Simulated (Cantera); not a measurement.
A perfectly stirred reactor is fed with NO : N2 = 1 : 0.18 (molar parts), at 0.316 atm; it is held at 1725 K, and followed from long to short residence time.

Computed with Cantera and GRI-Mech 3.0 (53 species, 325 reactions).

Predict: x(NO) at τ = 1.10 s; x(O) at τ = 1.10 s; x(N2O) at τ = 1.10 s; x(N2) at τ = 1.10 s; x(NO2) at τ = 1.10 s; x(NO) at τ = 33.0 ms; x(O) at τ = 33.0 ms; x(N2O) at τ = 33.0 ms; x(N2) at τ = 33.0 ms; x(NO2) at τ = 33.0 ms.


- x(NO) at τ = 1.10 s = 0.794
- x(O) at τ = 1.10 s = 2.01e-5
- x(N2O) at τ = 1.10 s = 0.000235
- x(N2) at τ = 1.10 s = 0.179
- x(NO2) at τ = 1.10 s = 0.000509
- x(NO) at τ = 33.0 ms = 0.846
- x(O) at τ = 33.0 ms = 9.82e-6
- x(N2O) at τ = 33.0 ms = 0.000209
- x(N2) at τ = 33.0 ms = 0.153
- x(NO2) at τ = 33.0 ms = 0.000229
